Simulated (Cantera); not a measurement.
Charge: 1 mol CH4, 0.02 mol NH3, 6.8 mol H2, a varied amount of CO2, equilibrated at 1223.15 K and 1330 Pa.

Method: chemical equilibrium by Gibbs-energy minimisation in Cantera with the NASA 1993 tables (ideal gas, pure condensed phases). Candidate condensed phases: C, C6H6, C7H8, C8H18, H2O; 136 gas species. Rates play no part.

Question: At 0.037 mol CO2, list the 4 most abundant gas species with their mole fractions, and the condensed phases.

Answer: H2 0.990, CO 0.00830, N2 0.00112, CH4 0.000174. Condensed: C(graphite).
